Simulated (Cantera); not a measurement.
## Gas-phase reforming

An isothermal, constant-pressure homogeneous reactor starts with 51.2 % CH₄, 45.6 % CO₂, 3.07 % H₂, 0.184 % H₂O, at 2200 K and 0.150 bar.

Computed with Cantera and GRI-Mech 3.0 (53 species, 325 reactions).

```
t (s)        x CH₄    x CO₂    x H₂    x H₂O    x C₂H₄   x CH₂CO     x CH₂
--------  --------  -------  ------  -------  --------  --------  --------
6.00e-6      0.504    0.454  0.0336  0.00193   4.55e-5  2.72e-10   3.86e-6
2.69e-5      0.466    0.446  0.0539  0.00269   0.00477   7.66e-8   4.86e-5
0.000121     0.198    0.343   0.282   0.0210    0.0212   3.77e-5  0.000109
0.000543    0.0337    0.163   0.367    0.121  0.000904  0.000199   6.79e-5
0.00244    0.00713   0.0329   0.347    0.167  0.000107  0.000210   5.04e-5
0.0110     0.00364   0.0113   0.450   0.0641   2.92e-5   3.79e-5   2.44e-5
0.0492    0.000841  0.00136   0.507  0.00793   4.78e-6   2.30e-6   7.85e-6
0.221      6.32e-5  3.76e-6   0.514  2.20e-5   2.58e-6   5.19e-8   7.20e-7
0.992      3.34e-5  1.05e-7   0.515  6.19e-7   2.57e-6   2.57e-8   3.83e-7
4.45       3.34e-5  1.05e-7   0.515  6.19e-7   2.57e-6   2.57e-8   3.83e-7
20.0       3.34e-5  1.05e-7   0.515  6.19e-7   2.57e-6   2.57e-8   3.83e-7
```
x: mole fraction; the columns are a selection and need not sum to one.

Equilibrium at this temperature and pressure: CH₄ 3.35e-5, CO₂ 1.06e-7, H₂ 0.515, H₂O 6.22e-7, C₂H₄ 2.57e-6, CH₂CO 2.57e-8, CH₂ 3.84e-7 (gas phase only).
